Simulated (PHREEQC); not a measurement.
A solution holds 0.013 mol/kgw KOH and 0.036 mol/kgw KH2PO4, at 25 °C. Closed to the air; pH follows from the charge balance.

All values are PHREEQC results (ion-association model, wateq4f.dat), not measurements.

Precipitation was switched off in this run.

Order these P species by the share of P that they hold, largest first: HPO4-2, KHPO4-, H2PO4-.

H2PO4- (64 %), HPO4-2 (35 %), KHPO4- (1.4 %)

The pH is 6.67 and the ionic strength 0.0610 mol/kgw. H3PO4, which wateq4f.dat lacks, is added to it with the constant of phreeqc.dat.
